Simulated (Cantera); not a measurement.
Adiabatic ignition

An adiabatic, constant-pressure homogeneous reactor starts with CH₄ : H₂ : O₂ : N₂ = 1 : 0.08 : 1.7 : 6.39 (molar parts), equivalence ratio 1.2, at 1575 K and 140000 Pa.

Computed with Cantera and GRI-Mech 3.0 (53 species, 325 reactions).

```tsv
t (s)	T (K)	x CH₄	x H₂	x O₂	x C₂H₂	x C₂H	x HCO	x H
2.00e-6	1575	0.109	0.00872	0.185	<1e-12	<1e-12	<1e-12	5.13e-8
6.59e-6	1575	0.109	0.00872	0.185	<1e-12	<1e-12	4.47e-12	7.01e-8
2.17e-5	1575	0.109	0.00873	0.185	3.92e-12	<1e-12	8.43e-11	1.58e-7
7.14e-5	1575	0.109	0.00873	0.185	1.76e-9	<1e-12	4.28e-9	8.25e-7
0.000235	1596	0.103	0.00968	0.182	3.35e-6	1.60e-11	6.37e-7	1.02e-5
0.000775	2820	<1e-12	0.0349	0.00869	<1e-12	<1e-12	1.12e-7	0.0140
0.00255	2813	<1e-12	0.0356	0.00778	<1e-12	<1e-12	1.12e-7	0.0137
0.00840	2812	<1e-12	0.0357	0.00771	<1e-12	<1e-12	1.12e-7	0.0137
0.0277	2812	<1e-12	0.0357	0.00771	<1e-12	<1e-12	1.12e-7	0.0137
0.0911	2812	<1e-12	0.0357	0.00771	<1e-12	<1e-12	1.12e-7	0.0137
0.300	2812	<1e-12	0.0357	0.00771	<1e-12	<1e-12	1.12e-7	0.0137
```
x: mole fraction; the columns are a selection and need not sum to one.

| Property | Value |
|---|---|
| time of steepest temperature rise | 0.355 ms |
| temperature at 0.300 s | 2812 K |
| equilibrium temperature | 2812 K |
| x(CH₄) at 0.300 s | <1e-12 (gas-phase equilibrium <1e-12) |
| x(H₂) at 0.300 s | 0.0357 (gas-phase equilibrium 0.0357) |
| x(O₂) at 0.300 s | 0.00771 (gas-phase equilibrium 0.00771) |
